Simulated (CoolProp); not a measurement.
Properties of isobutene along the isotherm 61.55 °C (Tc = 144.9 °C, pc = 4.016 MPa, ω = 0.193).

Model: reference Helmholtz-energy equation of state, Lemmon 2005, in CoolProp. It is a short technical equation, of lower accuracy than the large ones.

```
p (MPa)   phase  density (kg/m³)  cv (kJ/(kg K))  Joule-Thomson coefficient (K/MPa)  isothermal compressibility (1/MPa)  expansivity (1/kK)  fugacity coefficient
-------  ------  ---------------  --------------  ---------------------------------  ----------------------------------  ------------------  --------------------
0.0317      gas           0.6428           1.585                              17.49                               31.73               3.046                0.9943
0.0602      gas            1.227           1.589                              17.59                               16.80               3.100                0.9892
0.114       gas            2.347           1.595                              17.80                               8.962               3.207                0.9795
0.216       gas            4.537           1.608                              18.23                               4.831               3.429                0.9613
0.41        gas            8.977           1.634                              19.21                               2.666               3.942                0.9266
0.777       gas            18.73           1.700                              21.98                               1.594               5.496                0.8605
1.47     liquid            540.8           1.766                           -0.04316                            0.005811               2.806                0.4827
2.79     liquid            544.8           1.765                           -0.07826                            0.005349               2.660                0.2671
5.3      liquid            551.7           1.763                            -0.1320                            0.004666               2.436                0.1542
10       liquid            562.7           1.762                            -0.2035                            0.003797               2.139               0.09688
```
